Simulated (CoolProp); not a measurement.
Vapour-liquid equilibrium of ethanol (1) + benzene (2) at 400.7 K; x and y are mole fractions of (1).

Values from CoolProp's multi-fluid Helmholtz-energy mixture model, Schroeder 2014 and Thol 2012; pair parameters Bell 2016.

```csv
x,bubble pressure (MPa),y at the bubble point,dew pressure at overall composition x (MPa),liquid density (mol/L)
0.05,0.4278,0.187,0.3748,9.809
0.15,0.5164,0.367,0.4123,10.06
0.25,0.5630,0.453,0.4563,10.35
0.35,0.5875,0.505,0.5070,10.70
0.45,0.6009,0.544,0.5613,11.12
0.55,0.6079,0.584,0.6023,11.61
0.65,0.6088,0.633,0.6077,12.17
0.75,0.6014,0.700,0.5923,12.81
0.85,0.5828,0.794,0.5699,13.54
0.95,0.5526,0.923,0.5461,14.35
```

y crosses x between x = 0.55 and 0.65: the model has an azeotrope there.

Pair parameters are fitted to limited data, so mixtures are less certain than the pure fluids.
